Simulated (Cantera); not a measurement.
Input (Python, Cantera):

```python
import numpy as np
import cantera as ct

gas = ct.Solution("gri30.yaml")


def delay(T, t_max=10):
    gas.TPX = T, 1300000, {'CO': 1, 'H2': 0.053, 'CH4': 0.22, 'O2': 0.879, 'N2': 3.3, 'H2O': 0.36}
    reactor = ct.IdealGasReactor(gas, clone=False)
    net = ct.ReactorNet([reactor])
    net.rtol, net.atol = 1e-8, 1e-16
    while net.time < t_max:
        t_old, T_old = net.time, reactor.T
        net.step()
        if reactor.T > T + 400:  # ignition: a rise of 400 K
            return t_old + (T + 400 - T_old) / (reactor.T - T_old) * (net.time - t_old)
    return np.nan


taus = []
for T in [1098, 1173, 1248, 1323, 1398, 1473]:
    taus.append(delay(T))
    print(f"T0 = {T:6g} K   tau = {taus[-1]:.4e} s")
```

It prints:

```
T0 =   1098 K   tau = 2.7580e-03 s
T0 =   1173 K   tau = 9.6909e-04 s
T0 =   1248 K   tau = 4.1544e-04 s
T0 =   1323 K   tau = 2.0256e-04 s
T0 =   1398 K   tau = 1.0673e-04 s
T0 =   1473 K   tau = 5.9329e-05 s
```

Cantera simulation using GRI-Mech 3.0 (53 species, 325 reactions); the numbers are that mechanism's predictions, not measurements. The pressure lies above the range GRI-Mech 3.0 was tuned for (to about 10 atm).
